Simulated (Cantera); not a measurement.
## toluene + H₂ (carbon deposition, reforming and gasification)

Input: 1 mol toluene, 8.8 mol H₂, held at 1330 Pa.

These are equilibrium values from Cantera (NASA tables, ideal gas, pure condensed phases), not measurements of a reactor. Candidate condensed phases: C, C₆H₆, C₇H₈, C₈H₁₈; 76 gas species. The numbers say what is thermodynamically allowed, not how fast it happens.

```
T (°C)  log p H₂  log p H  log p C₂H₂ (acetylene)  log p CH₄  n C(graphite)
------  --------  -------  ----------------------  ---------  -------------
1502       -1.88    -4.48                   -5.72      -6.83           7.00
1527       -1.88    -4.38                   -5.63      -6.87           7.00
1552       -1.88    -4.29                   -5.54      -6.90           6.99
1577       -1.88    -4.21                   -5.46      -6.94           6.99
1602       -1.88    -4.12                   -5.38      -6.97           6.99
1627       -1.88    -4.04                   -5.30      -7.01           6.99
1652       -1.88    -3.96                   -5.22      -7.04           6.99
1677       -1.88    -3.88                   -5.14      -7.07           6.99
1702       -1.88    -3.80                   -5.07      -7.10           6.98
1727       -1.88    -3.73                   -5.00      -7.14           6.98
1752       -1.88    -3.66                   -4.93      -7.17           6.98
1777       -1.88    -3.59                   -4.86      -7.20           6.97
```
log p: log10 of the partial pressure in bar; n: condensed amount in mol.

From 1502 °C to 1777 °C the condensed part is C(graphite). The main C-bearing gas is C₂H₂ (acetylene) throughout.
